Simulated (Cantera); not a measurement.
## Reactions in the system N-O-P

Standard-state values (1 bar) from the NASA 1993 polynomials, evaluated with Cantera. Values are per mole of reaction as written; species without (g) are pure solids or liquids, kept so even where they would boil at 1 bar.

P₄O₁₀(g) + 10 N(g) ⇌ 2 P₂(g) + 10 NO(g)

```tsv
T (K)	ΔH° (kJ)	ΔS° (J/K)	ΔG° (kJ)	log10 K
2100	-790.9	434.1	-1702.5	42.35
2150	-795.4	432.0	-1724.2	41.89
2200	-799.9	429.9	-1745.7	41.45
2250	-804.4	427.9	-1767.1	41.02
2300	-808.9	425.9	-1788.5	40.62
2350	-813.3	424.0	-1809.7	40.23
2400	-817.7	422.1	-1830.9	39.85
2450	-822.2	420.3	-1852.0	39.48
2500	-826.6	418.5	-1872.9	39.13
2550	-831.0	416.8	-1893.8	38.79
2600	-835.3	415.1	-1914.6	38.46
```
